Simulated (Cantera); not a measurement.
Cantera run, input and output.

```python
import numpy as np
import cantera as ct

gas = ct.Solution("h2o2.yaml")
gas.TPX = 325, 13332, {'H2': 1, 'O2': 0.357, 'N2': 1.79}
flame = ct.FreeFlame(gas, width=0.16)
flame.set_refine_criteria(ratio=3, slope=0.08, curve=0.16)
flame.transport_model = "mixture-averaged"
flame.solve(loglevel=0, auto=True)
flame.transport_model = "multicomponent"
flame.soret_enabled = False
flame.solve(loglevel=0, refine_grid=True)
z, T = flame.grid, flame.T
thick = (T[-1] - T[0]) / np.gradient(T, z).max()
show = ['H2', 'O2', 'H2O2', 'H2O', 'OH', 'O']
print(f"laminar burning velocity  {flame.velocity[0] * 100:.3f} cm/s")
print(f"burnt temperature         {T[-1]:.1f} K")
print(f"thermal thickness         {thick * 1e3:.4f} mm")
print(f"grid points               {len(z)}")
z0 = z[flame.heat_release_rate.argmax()]
print(f"{'z/mm':>9s}{'T/K':>9s}{'u/(m/s)':>9s}" + "".join(f"{s:>11s}" for s in show))
rows = []
for k in (-3, -2, -1.5, -1, -0.5, -0.25, 0, 0.25, 0.5, 1, 2, 4, 8):
    zz = z0 + k * thick
    rows.append([k * thick, np.interp(zz, z, T), np.interp(zz, z, flame.velocity),
                 *(np.interp(zz, z, flame.X[gas.species_index(s)]) for s in show)])
    print(f"{rows[-1][0] * 1e3:9.3f}{rows[-1][1]:9.1f}{rows[-1][2]:9.3f}" + "".join(f"{x:11.3e}" for x in rows[-1][3:]))
```

Output:

```
laminar burning velocity  202.558 cm/s
burnt temperature         2054.4 K
thermal thickness         5.3461 mm
grid points               143
     z/mm      T/K  u/(m/s)         H2         O2       H2O2        H2O         OH          O
  -16.038    325.0    2.026  3.178e-01  1.134e-01 -4.488e-17  1.140e-15  9.503e-19  2.610e-16
  -10.692    325.0    2.026  3.178e-01  1.134e-01  1.382e-15  1.139e-13  3.600e-17  1.544e-14
   -8.019    325.0    2.026  3.178e-01  1.134e-01  1.004e-13  6.748e-12  1.331e-15  5.929e-13
   -5.346    325.0    2.026  3.178e-01  1.134e-01  4.313e-11  2.186e-09  9.502e-13  8.896e-11
   -2.673    329.7    2.051  3.162e-01  1.136e-01  2.650e-06  8.226e-05  5.452e-06  5.586e-07
   -1.337    567.4    3.462  2.871e-01  1.076e-01  2.677e-05  1.759e-02  5.966e-04  9.549e-05
    0.000    986.2    5.832  1.841e-01  7.312e-02  3.025e-07  9.538e-02  1.186e-03  2.912e-03
    1.337   1250.2    7.311  9.031e-02  1.955e-02  3.648e-07  1.963e-01  3.279e-03  5.356e-03
    2.673   1358.5    7.901  7.461e-02  7.782e-03  3.429e-07  2.195e-01  4.205e-03  4.552e-03
    5.346   1468.6    8.482  7.745e-02  5.505e-03  2.894e-07  2.252e-01  5.134e-03  4.028e-03
   10.692   1587.9    9.096  8.250e-02  4.205e-03  1.902e-07  2.298e-01  5.838e-03  3.290e-03
   21.384   1707.2    9.694  8.685e-02  2.866e-03  1.044e-07  2.354e-01  6.026e-03  2.349e-03
   42.769   1815.4   10.223  9.038e-02  1.696e-03  5.298e-08  2.412e-01  5.529e-03  1.433e-03
```

Detailed kinetics in Cantera: the H2/O2 subset of GRI-Mech 3.0, which has no nitrogen chemistry. Burning velocities carry a grid error of a few per cent, more on coarse grids.
